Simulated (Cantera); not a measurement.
Charge: 1 mol CuO, 0.96 mol CO, 5.6 mol N₂, held at 9200 Pa.

Equilibrium computed with Cantera from the NASA thermochemical tables; the gas is ideal and each condensed phase is pure. Candidate condensed phases: C, Cu, CuO, Cu₂O; 27 gas species. Rates play no part.

Task: What share of the Cu ends up in condensed phases as a function of T (°C), at 1625, 1675, 1725, 1775, 1825, 1875, 1925, 1975, 2025, 2075, 2125, 2175, 2225?

Result: 
```json
[
 {"T (°C)": "1625", "Cu condensed (%)": "88.4", "as": "Cu(l)"},
 {"T (°C)": "1675", "Cu condensed (%)": "80.5", "as": "Cu(l)"},
 {"T (°C)": "1725", "Cu condensed (%)": "67.8", "as": "Cu(l)"},
 {"T (°C)": "1775", "Cu condensed (%)": "47.8", "as": "Cu(l)"},
 {"T (°C)": "1825", "Cu condensed (%)": "15.7", "as": "Cu(l)"},
 {"T (°C)": "1875", "Cu condensed (%)": "0.0", "as": "-"},
 {"T (°C)": "1925", "Cu condensed (%)": "0.0", "as": "-"},
 {"T (°C)": "1975", "Cu condensed (%)": "0.0", "as": "-"},
 {"T (°C)": "2025", "Cu condensed (%)": "0.0", "as": "-"},
 {"T (°C)": "2075", "Cu condensed (%)": "0.0", "as": "-"},
 {"T (°C)": "2125", "Cu condensed (%)": "0.0", "as": "-"},
 {"T (°C)": "2175", "Cu condensed (%)": "0.0", "as": "-"},
 {"T (°C)": "2225", "Cu condensed (%)": "0.0", "as": "-"}
]
```
